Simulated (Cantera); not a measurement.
Standard-state values (1 bar) from the NASA 1993 polynomials, evaluated with Cantera. Values are per mole of reaction as written; species without (g) are pure solids or liquids, kept so even where they would boil at 1 bar.

Sr + Sr(OH)2 ⇌ 2 SrO + H2(g), with ΔH° = -215.2 kJ and ΔS° = 89.8 J/K at 300 K.

### Question
How far is the shortcut ΔG° ≈ ΔH°(300 K) − T·ΔS°(300 K) from the full temperature-dependent value at 500, 700, 900, 1100, 1300, 1500, 1700, 1900 K?

### Answer
| T (K) | shortcut (kJ) | full (kJ) | difference (kJ) | difference in log10 K | condensed phases |
|---|---|---|---|---|---|
| 500 | -260.0 | -260.8 | 0.7 | -0.08 | Sr(s), Sr(OH)2(s), SrO(s) |
| 700 | -278.0 | -279.5 | 1.5 | -0.11 | Sr(s), Sr(OH)2(s), SrO(s) |
| 900 | -296.0 | -293.7 | -2.2 | 0.13 | Sr(s), Sr(OH)2(l), SrO(s) |
| 1100 | -313.9 | -303.1 | -10.9 | 0.52 | Sr(l), Sr(OH)2(l), SrO(s) |
| 1300 | -331.9 | -309.5 | -22.4 | 0.90 | Sr(l), Sr(OH)2(l), SrO(s) |
| 1500 | -349.8 | -314.6 | -35.3 | 1.23 | Sr(l), Sr(OH)2(l), SrO(s) |
| 1700 | -367.8 | -318.4 | -49.4 | 1.52 | Sr(l), Sr(OH)2(l), SrO(s) |
| 1900 | -385.8 | -321.4 | -64.4 | 1.77 | Sr(l), Sr(OH)2(l), SrO(s) |
The shortcut ignores heat capacities and the phase changes listed.
